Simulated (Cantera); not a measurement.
A closed system holds: 1 mol Cr2O3, 2300 mol H2, at 1350 K and 0.000870 bar.

Equilibrium computed with Cantera from the NASA thermochemical tables; the gas is ideal and each condensed phase is pure. Candidate condensed phases: Cr, Cr2O3, H2O; 13 gas species. Mutual solubility and eutectic melting of coexisting phases are not modelled. Kinetics and transport are ignored.

Base state: H2 0.999, H2O 0.000411, H 8.08e-5, Cr 2.07e-5 (mole fractions); condensed: Cr(s) + Cr2O3(s).

Task: What changes in the equilibrium state with this change: temperature from 1350 K to 1123 K?

Result: 
```json
[
 {"species": "H2", "before": "0.999", "after": "1.000"},
 {"species": "H2O", "before": "0.000411", "after": "4.34e-5"},
 {"species": "H", "before": "8.08e-5", "after": "1.44e-6"},
 {"species": "Cr", "before": "2.07e-5", "after": "1.86e-8"},
 {"species": "Cr(s), mol", "before": "0.583", "after": "0.0665"},
 {"species": "Cr2O3(s), mol", "before": "0.685", "after": "0.967"}
]
```
